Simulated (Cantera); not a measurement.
# FeCl3 + H2 (halide evaporation, hydrolysis and transport)

Feed: 1 mol FeCl3, 9.8 mol H2, at 1700 °C.

Cantera equilibrium calculation (NASA polynomials, part measured and part estimated; ideal gas, pure solids and liquids). Candidate condensed phases: Fe, FeCl2, FeCl3; 11 gas species. The numbers say what is thermodynamically allowed, not how fast it happens.

```csv
P (Pa),x H2,x H,x HCl,x Cl,x Fe,x FeCl2,n Fe(l)
0.100,0.194,0.595,0.0480,0.110,0.0526,2.91e-6,0
0.460,0.368,0.382,0.105,0.0818,0.0624,4.05e-5,0
2.20,0.511,0.206,0.163,0.0491,0.0706,0.000377,0
10,0.596,0.104,0.198,0.0259,0.0739,0.00227,0
46,0.651,0.0508,0.207,0.0121,0.0696,0.00982,0
220,0.702,0.0241,0.187,0.00479,0.0544,0.0277,0
1000,0.750,0.0117,0.164,0.00191,0.0269,0.0451,0.156
4600,0.772,0.00553,0.169,0.000906,0.00584,0.0465,0.402
22000,0.778,0.00254,0.171,0.000416,0.00122,0.0469,0.455
100000,0.780,0.00119,0.171,0.000195,0.000269,0.0470,0.465
```
x: gas mole fraction; n: condensed amount in mol.

From 0.100 Pa to 220 Pa nothing is condensed. From 1000 Pa to 100000 Pa the condensed part is Fe(l). The main Fe-bearing gas is Fe at 0.100 Pa and FeCl2 at 100000 Pa.
